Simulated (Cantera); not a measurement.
A perfectly stirred reactor is fed with 4.15 % CH4, 0.249 % C2H6, 18.0 % O2, 67.7 % N2, 9.96 % H2O, at 5.00 bar; it is adiabatic with a 523 K inlet, and is followed from long to short residence time, starting on the burning branch (τ in s: 0.031, 0.012, 0.0045, 0.0017, 0.00064, 0.00024, 9.2e-05, 3.5e-05, 1.3e-05).

Cantera simulation using GRI-Mech 3.0 (53 species, 325 reactions); the numbers are that mechanism's predictions, not measurements.

### Question
Predict: blow-out, bracketed by the residence times tried; x(CH4) at τ = 31.0 ms; x(C2H6) at τ = 31.0 ms; x(O2) at τ = 31.0 ms; x(CO2) at τ = 31.0 ms; x(HCN) at τ = 31.0 ms; x(CH4) at τ = 0.640 ms; x(C2H6) at τ = 0.640 ms; x(O2) at τ = 0.640 ms.

### Answer
```
Quantity                                                                       Value
------------------------------------------------  ----------------------------------
blow-out, bracketed by the residence times tried  burning at 4.50 ms, out at 1.70 ms
x(CH4) at τ = 31.0 ms                                                        4.14e-5
x(C2H6) at τ = 31.0 ms                                                       6.12e-7
x(O2) at τ = 31.0 ms                                                          0.0881
x(CO2) at τ = 31.0 ms                                                         0.0459
x(HCN) at τ = 31.0 ms                                                        1.16e-9
x(CH4) at τ = 0.640 ms                                                        0.0415
x(C2H6) at τ = 0.640 ms                                                      0.00249
x(O2) at τ = 0.640 ms                                                          0.180
```
